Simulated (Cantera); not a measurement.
Input: 1 mol SiHCl3, a varied amount of H2, held at 1050 K and 0.0540 bar.

Cantera equilibrium calculation (NASA polynomials, part measured and part estimated; ideal gas, pure solids and liquids). Candidate condensed phases: Si; 19 gas species. Rates play no part.

Q: What share of the Si ends up in condensed phases as a function of n(H2) (mol), at 28, 34, 40, 49, 59, 71, 86, 100, 120?

A: 
```tsv
n(H2) (mol)	Si condensed (%)	as
28	34.4	Si(s)
34	36.5	Si(s)
40	38.5	Si(s)
49	41.3	Si(s)
59	44.2	Si(s)
71	47.4	Si(s)
86	51.1	Si(s)
100	54.2	Si(s)
120	58.3	Si(s)
```
